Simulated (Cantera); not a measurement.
Charge: 1 mol (CH₃)₂SiCl₂, 0.0093 mol C₂H₄, 220 mol H₂, equilibrated at 2273 K and 1.33 mbar.

These are equilibrium values from Cantera (NASA tables, ideal gas, pure condensed phases), not measurements of a reactor. Candidate condensed phases: C, C₆H₆, C₇H₈, C₈H₁₈, Si, SiC; 109 gas species. The feed counts by its element totals alone. The numbers say what is thermodynamically allowed, not how fast it happens.

Base state: H₂ 0.782, H 0.203, HCl 0.00671, Si 0.00347, C₂H₂ (acetylene) 0.00295, Cl 0.00126, SiC₂ 0.000436, SiH 4.32e-5 (mole fractions); condensed: C(graphite).

Q: What changes in the equilibrium state with this change: (CH₃)₂SiCl₂ replaced by SiH₂Cl₂?

A: 
| species | before | after |
|---|---|---|
| H₂ | 0.782 | 0.784 |
| H | 0.203 | 0.204 |
| HCl | 0.00671 | 0.00677 |
| C₂H₂ (acetylene) | 0.00295 | 3.08e-5 |
| Si | 0.00347 | 0.00395 |
| C₂H | 3.23e-5 | 3.37e-7 |
| SiC₂ | 0.000436 | 5.16e-6 |
| Si₂C | 1.23e-5 | 1.63e-6 |
| SiCl | 8.97e-6 | 1.03e-5 |
| C(graphite), mol | 0.290 | 0 |
The tables' values for SiCl are old estimates; treat these amounts as uncertain.

Q: What changes in the equilibrium state with this change: pressure from 1.33 mbar to 0.650 bar?

A: 
```json
[
 {"species": "H₂", "before": "0.782", "after": "0.978"},
 {"species": "H", "before": "0.203", "after": "0.0103"},
 {"species": "HCl", "before": "0.00671", "after": "0.00875"},
 {"species": "Si", "before": "0.00347", "after": "0.000187"},
 {"species": "CH₄", "before": "1.84e-7", "after": "0.000112"},
 {"species": "SiCl₂", "before": "6.55e-7", "after": "2.34e-5"},
 {"species": "SiH₂", "before": "2.05e-6", "after": "6.75e-5"},
 {"species": "C₂H", "before": "3.23e-5", "after": "1.05e-6"},
 {"species": "C(graphite), mol", "before": "0.290", "after": "0"},
 {"species": "SiC(s), mol", "before": "0", "after": "0.912"}
]
```
The tables' values for SiCl are old estimates; treat these amounts as uncertain. Gases not in the tables: Si₂H₆ and higher silanes.
